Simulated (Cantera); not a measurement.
An adiabatic, constant-pressure homogeneous reactor starts with 4.65 % C₃H₈, 19.4 % O₂, 73.0 % N₂, 2.93 % H₂, equivalence ratio 1.3, at 1625 K and 500000 Pa.

Model: GRI-Mech 3.0 (53 species, 325 reactions), integrated in Cantera. GRI-Mech 3.0 was tuned for natural gas; its chemistry of propane as a main component is partial and can be far from experiment.

### Question
Predict: time of steepest temperature rise; temperature at 10.0 s; equilibrium temperature; x(O₂) at 10.0 s; x(NO) at 10.0 s; x(O) at 10.0 s.

### Answer
```json
{
  "time_of_steepest_temperature_rise": "9.86 µs",
  "temperature at 10.0 s": "2961 K",
  "equilibrium_temperature": "2961 K",
  "x(O₂) at 10.0 s": "0.00500 (gas-phase equilibrium 0.00500)",
  "x(NO) at 10.0 s": "0.00642 (gas-phase equilibrium 0.00642)",
  "x(O) at 10.0 s": "0.00315 (gas-phase equilibrium 0.00315)"
}
```
